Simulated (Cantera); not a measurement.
Input (Python, Cantera) and output of one run.

```python
import numpy as np
import cantera as ct

gas_names = [...]  # 96 gases of nasa_gas.yaml made of C, Cl, H, Ti
cond_names = """
    C(gr) C6H6(L) C7H8(L) C8H18(L),n-octa Ti(a) Ti(b) Ti(L) TiC(s) TiC(L) TiCL2(s) TiCL3(s) TiCL4(L)
""".split()


# ... load() reads the species with a 1 bar reference pressure and builds the phases ...
atoms = {
    'TiCl4': {'Ti': 1, 'CL': 4},
    'C3H8': {'C': 3, 'H': 8},
}
top_T = {'C(gr)': 4500, 'TiCL2(s)': 1300, 'TiCL3(s)': 1000}  # K; cautious upper limits of use, not melting points


# ... equilibrate(T, P, feed) seeds the gas with the atoms and calls Mixture.equilibrate('TP', solver="vcs", rtol=1e-11, max_steps=5000) ...
results = []
feed = {'TiCl4': 1, 'C3H8': 0.93}  # mol
T = 2000  # K
P = 37  # Pa
mix = equilibrate(T, P, feed)
results.append((T, P, feed, dict(zip(mix.species_names, mix.species_moles))))
print(gas.report(threshold=0.0001))
for i in range(1, mix.n_phases):
    print(f"{mix.phase(i).name:16s} {mix.phase_moles(i):12.5e} mol")
```

It prints:

```
       temperature   2000 K
          pressure   37 Pa
           density   5.5412e-05 kg/m^3
  mean mol. weight   24.904 kg/kmol
   phase of matter   gas

                          1 kg             1 kmol
                     ---------------   ---------------
          enthalpy        6.2065e+05        1.5457e+07  J
   internal energy            -47076       -1.1724e+06  J
           entropy             11937        2.9728e+05  J/K
    Gibbs function       -2.3254e+07        -5.791e+08  J
 heat capacity c_p            1354.7             33738  J/K
 heat capacity c_v            1020.9             25423  J/K

                      mass frac. Y      mole frac. X     chem. pot. / RT
                     ---------------   ---------------   ---------------
    C2H2,acetylene        0.00024103        0.00023054           -34.117
                CL          0.095113          0.066818           -26.014
                 H         0.0018746          0.046313           -14.293
               HCL           0.85101           0.58131           -40.307
                H2          0.024293            0.3001           -28.586
              TiCL        0.00034396        0.00010281           -43.044
             TiCL2          0.015476         0.0032452           -69.058
             TiCL3          0.011557         0.0018663           -95.072
     [  +88 minor]        9.3322e-05        1.7823e-05

C(gr)             1.81883e+00 mol
Ti(L)             0.00000e+00 mol
TiC(s)            9.68343e-01 mol
TiCL4(L)          0.00000e+00 mol
```

Method: chemical equilibrium by Gibbs-energy minimisation in Cantera with the NASA 1993 tables (ideal gas, pure condensed phases). The tables' values for TiCl2 are old estimates; treat these amounts as uncertain. TiC: taken at fixed stoichiometry.
